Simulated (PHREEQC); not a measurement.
A solution holds 0.00065 mol/kgw CaSO4, 0.00011 mol/kgw NaF and 6.1e-05 mol/kgw MgSO4, at 70 °C. Closed to the air; pH follows from the charge balance.

The numbers come from PHREEQC with the ion-association model, wateq4f.dat.

Each row changes one thing in this solution. This is a speciation only: nothing precipitates in the calculation.

```json
[
 {"case": "as made", "pH": "6.49", "ionic strength (mol/kgw)": "0.00264", "SO4-2 (mol/kgw)": "0.000633", "Ca+2 (mol/kgw)": "0.000584", "CaSO4 (mol/kgw)": "6.53e-5", "Mg+2 (mol/kgw)": "4.83e-5", "SI of Fluorite (CaF2)": "-1.07", "SI of Gypsum (CaSO4:2H2O)": "-1.95"},
 {"case": "temperature from 70 to 60 °C", "pH": "(withheld)", "ionic strength (mol/kgw)": "0.00266", "SO4-2 (mol/kgw)": "0.000638", "Ca+2 (mol/kgw)": "0.000587", "CaSO4 (mol/kgw)": "6.21e-5", "Mg+2 (mol/kgw)": "(withheld)", "SI of Fluorite (CaF2)": "-1.01", "SI of Gypsum (CaSO4:2H2O)": "-1.98"},
 {"case": "diluted 10-fold with water", "pH": "6.42", "ionic strength (mol/kgw)": "0.000291", "SO4-2 (mol/kgw)": "6.98e-5", "Ca+2 (mol/kgw)": "6.39e-5", "CaSO4 (mol/kgw)": "1.08e-6", "Mg+2 (mol/kgw)": "5.87e-6", "SI of Fluorite (CaF2)": "(withheld)", "SI of Gypsum (CaSO4:2H2O)": "-3.73"},
 {"case": "7.2e-06 mol/kgw HF added", "pH": "(withheld)", "ionic strength (mol/kgw)": "0.00265", "SO4-2 (mol/kgw)": "0.000633", "Ca+2 (mol/kgw)": "0.000584", "CaSO4 (mol/kgw)": "6.53e-5", "Mg+2 (mol/kgw)": "4.83e-5", "SI of Fluorite (CaF2)": "-1.03", "SI of Gypsum (CaSO4:2H2O)": "-1.95"},
 {"case": "6.3e-05 mol/kgw KOH added", "pH": "8.57", "ionic strength (mol/kgw)": "0.00270", "SO4-2 (mol/kgw)": "0.000633", "Ca+2 (mol/kgw)": "0.000584", "CaSO4 (mol/kgw)": "6.50e-5", "Mg+2 (mol/kgw)": "4.70e-5", "SI of Fluorite (CaF2)": "-1.07", "SI of Gypsum (CaSO4:2H2O)": "-1.95"}
]
```

Task: Complete the blanks.

Result: 
- temperature from 70 to 60 °C, pH: 6.58
- temperature from 70 to 60 °C, Mg+2 (mol/kgw): 5.01e-5
- diluted 10-fold with water, SI of Fluorite (CaF2): -3.92
- 7.2e-06 mol/kgw HF added, pH: 5.34

Constants without temperature data keep their 25 °C values here.
